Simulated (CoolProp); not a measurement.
Values from CoolProp's reference Helmholtz-energy equation of state, McLinden 2020.

Question: Give the vapour pressure (kPa), liquid cp (kJ/(kg K)), vapour Z of saturated R1336mzz(Z) at 43.15, 84.25, 125.45 °C.

Answer: 
```csv
T (°C),p (kPa),liquid cp (kJ/(kg K)),vapour Z
43.15,143,1.26,0.934
84.25,480,1.36,0.849
125.45,1230,1.54,0.707
```
